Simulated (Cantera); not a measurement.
Feed: 1 mol TiCl₄, 28 mol H₂O, 140 mol H₂, held at 1775 °C and 1.90 mbar.

Equilibrium computed with Cantera from the NASA thermochemical tables; the gas is ideal and each condensed phase is pure. Candidate condensed phases: H₂O, Ti, TiCl₂, TiCl₃, TiCl₄, TiO, TiO₂, Ti₂O₃, Ti₃O₅, Ti₄O₇; 23 gas species. Condensed phases not in the tables: Magnéli phases beyond Ti₄O₇. The numbers say what is thermodynamically allowed, not how fast it happens.

Base state: H₂ 0.781, H₂O 0.150, H 0.0454, HCl 0.0220, Cl 0.000948, OH 0.000948, TiO₂ 0.000197, O 3.98e-5 (mole fractions); condensed: Ti₄O₇(l).

What changes in the equilibrium state with this change: TiCl₄ replaced by Ti?


```csv
species,before,after
H₂,0.781,0.801
H₂O,0.150,0.152
H,0.0454,0.0460
HCl,0.0220,0
TiO₂,0.000197,0.000196
Cl,0.000948,0
O,3.98e-5,3.92e-5
TiO,1.62e-5,1.63e-5
"Ti₄O₇(l), mol",0.241,0.241
```
